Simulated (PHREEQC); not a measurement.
0.1 mol of Fluorite (CaF2) is brought to equilibrium with 1 kg of water, at several temperatures. Oxygen alone is held at its pressure in air (log pO2 = -0.68). The system is closed to CO2. The run lets Fluorite precipitate or redissolve, and no other solid.

The numbers come from PHREEQC with the ion-association model, phreeqc.dat.

```csv
T (°C),pH,dissolved Ca (mol/kgw),dissolved F (mol/kgw)
0,7.52,0.000147,0.000294
10,7.33,0.000167,0.000333
20,7.17,0.000186,0.000372
30,7.02,0.000204,0.000407
40,[?],0.000220,0.000440
50,6.79,0.000235,0.000470
60,6.69,0.000247,0.000495
70,[?],0.000258,0.000516
80,[?],0.000267,0.000534
90,[?],0.000274,0.000547
100,6.45,0.000279,0.000557
```

Q: What belongs in the gaps?

A: 
- 40, pH: 6.90
- 70, pH: 6.61
- 80, pH: 6.55
- 90, pH: 6.49

Complexes and solids missing from the database can't appear. Constants without temperature data keep their 25 °C values here.
